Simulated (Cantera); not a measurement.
What does this Cantera script print?

```python
import numpy as np
import cantera as ct

gas = ct.Solution("gri30.yaml")
gas.TPX = 1625, 100000, {'NO': 1, 'N2': 4.5}
reactor = ct.IdealGasConstPressureReactor(gas, energy="off", clone=False)
net = ct.ReactorNet([reactor])
net.rtol, net.atol = 1e-08, 1e-18
show = ['NO', 'NO2', 'N2O', 'O', 'O2', 'N2']
times = np.geomspace(1e-06, 20, 12)

steps = ct.SolutionArray(gas, extra=["t"])
rows = []
print(f"{'t/s':>10s}{'T/K':>9s}{'P/Pa':>11s}" + "".join(f"{s:>11s}" for s in show))
for t in times:
    while net.time < t:
        t_next = net.step()
        steps.append(gas.state, t=t_next)
    rows.append([np.interp(t, steps.t, y) for y in (steps.T, steps.P, *steps(*show).X.T)])
    print(f"{t:10.3e}{rows[-1][0]:9.1f}{rows[-1][1]:11.4g}" + "".join(f"{x:11.3e}" for x in rows[-1][2:]))
rate = np.gradient(steps.T, steps.t)
print("integrator steps:", len(steps.t))
if steps.T.max() > steps.T[0] + 200:
    print(f"time of steepest temperature rise: {steps.t[rate.argmax()]:.4e} s")
gas.TPX = 1625, 100000, {'NO': 1, 'N2': 4.5}
gas.equilibrate("TP")
print(f"equilibrium (TP): T = {gas.T:.1f} K  " + "  ".join(f"{s} {gas[s].X[0]:.3e}" for s in show))
```

It prints:

```
       t/s      T/K       P/Pa         NO        NO2        N2O          O         O2         N2
 1.000e-06   1625.0      1e+05  1.818e-01  2.092e-11  1.346e-09  1.326e-09  1.985e-14  8.182e-01
 4.610e-06   1625.0      1e+05  1.818e-01  4.292e-10  6.206e-09  5.780e-09  4.075e-13  8.182e-01
 2.125e-05   1625.0      1e+05  1.818e-01  7.718e-09  2.859e-08  2.093e-08  7.375e-12  8.182e-01
 9.799e-05   1625.0      1e+05  1.818e-01  9.063e-08  1.313e-07  4.200e-08  9.160e-11  8.182e-01
 4.518e-04   1625.0      1e+05  1.818e-01  5.708e-07  5.937e-07  5.174e-08  7.708e-10  8.182e-01
 2.083e-03   1625.0      1e+05  1.818e-01  2.995e-06  2.510e-06  8.990e-08  1.095e-08  8.182e-01
 9.602e-03   1625.0      1e+05  1.818e-01  1.658e-05  8.029e-06  2.830e-07  5.235e-07  8.182e-01
 4.427e-02   1625.0      1e+05  1.817e-01  5.267e-05  1.227e-05  7.394e-07  2.731e-05  8.183e-01
 2.041e-01   1625.0      1e+05  1.812e-01  5.969e-05  1.230e-05  8.294e-07  2.416e-04  8.185e-01
 9.410e-01   1625.0      1e+05  1.792e-01  7.443e-05  1.202e-05  1.034e-06  1.228e-03  8.195e-01
 4.338e+00   1625.0      1e+05  1.705e-01  1.150e-04  1.086e-05  1.651e-06  5.559e-03  8.238e-01
 2.000e+01   1625.0      1e+05  1.385e-01  1.699e-04  7.150e-06  2.961e-06  2.149e-02  8.398e-01
integrator steps: 865
equilibrium (TP): T = 1625.0 K  NO 1.520e-03  NO2 3.745e-06  N2O 9.686e-08  O 5.881e-06  O2 9.014e-02  N2 9.083e-01
```

Model: GRI-Mech 3.0 (53 species, 325 reactions), integrated in Cantera.
